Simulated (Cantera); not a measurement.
Charge: 1 mol N2O, 0.011 mol SO2, 0.61 mol N2, 0.84 mol H2, at 875 K and 0.00120 bar.

Cantera equilibrium calculation (NASA polynomials, part measured and part estimated; ideal gas, pure solids and liquids). Equilibrium is a limit: real reactors are often held back by kinetics, nucleation or transport.

| species | before | after |
|---|---|---|
| N2 | 0.634 | 0.746 |
| O2 | 0.0314 | 0.214 |
| H2O | 0.331 | 0.0343 |
| SO3 | 0.000243 | 0.000687 |
| SO2 | 0.00409 | 0.00441 |
Gas species are given as mole fractions.

Q: Name the change that produced these shifts.
(A) temperature from 875 K to 3175 K
(B) H2 from 0.84 to 0.074 mol
(C) temperature from 875 K to 1950 K
(D) pressure from 0.00120 bar to 85.0 bar

A: B, H2 from 0.84 to 0.074 mol
